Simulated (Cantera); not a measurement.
A closed system holds: 1 mol c-C4F8, 0.4 mol CH4, 1.2 mol H2, 1.6 mol HCl, at 1.00 bar.

Cantera equilibrium calculation (NASA polynomials, part measured and part estimated; ideal gas, pure solids and liquids). Candidate condensed phases: C, C6H6, C7H8, C8H18; 135 gas species. Ions and electrons are included (thermal ionisation). The feed counts by its element totals alone. The tables' values for CCl are old estimates; treat these amounts as uncertain. Gases not in the tables: C2F6 and larger saturated fluorocarbons. The numbers say what is thermodynamically allowed, not how fast it happens.

Question: At 3000 K, list the 6 most abundant gas species with their mole fractions, and the condensed phases.

Answer: HF 0.619, Cl 0.170, F 0.111, CF2 0.0741, CF 0.0128, HCl 0.00865. Condensed: C(graphite).
